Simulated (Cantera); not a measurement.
**Stirred combustor or abatement burner**

A perfectly stirred reactor is fed with H2 : O2 : N2 = 1 : 0.5 : 1.3 (molar parts), equivalence ratio 1.0, at 0.370 bar; it is adiabatic with a 375 K inlet, and is followed from long to short residence time, starting on the burning branch (τ in s: 0.19, 0.061, 0.019, 0.0061, 0.0019, 0.00061, 0.00019, 6.1e-05, 1.9e-05, 6.1e-06).

Model: the H2/O2 subset of GRI-Mech 3.0, which has no nitrogen chemistry, integrated in Cantera.

```tsv
τ (s)	T (K)	x H2	x O2	x H2O	x H	x HO2	x OH
0.19	2564	0.0403	0.0152	0.362	0.0114	3.50e-6	0.0227
0.061	2556	0.0409	0.0155	0.360	0.0118	3.47e-6	0.0229
0.019	2527	0.0427	0.0164	0.357	0.0132	3.41e-6	0.0235
0.0061	2443	0.0475	0.0188	0.346	0.0177	3.32e-6	0.0250
0.0019	2251	0.0560	0.0241	0.324	0.0300	3.95e-6	0.0261
0.00061	1995	0.0627	0.0308	0.299	0.0501	6.51e-6	0.0240
0.00019	1710	0.0660	0.0386	0.277	0.0761	1.14e-5	0.0181
6.1e-5	1429	0.0785	0.0524	0.249	0.0972	2.14e-5	0.0109
1.9e-5	375	0.357	0.179	<1e-12	<1e-12	<1e-12	<1e-12
6.1e-6	375	0.357	0.179	<1e-12	<1e-12	<1e-12	<1e-12
```
x: mole fraction; the columns are a selection and need not sum to one.
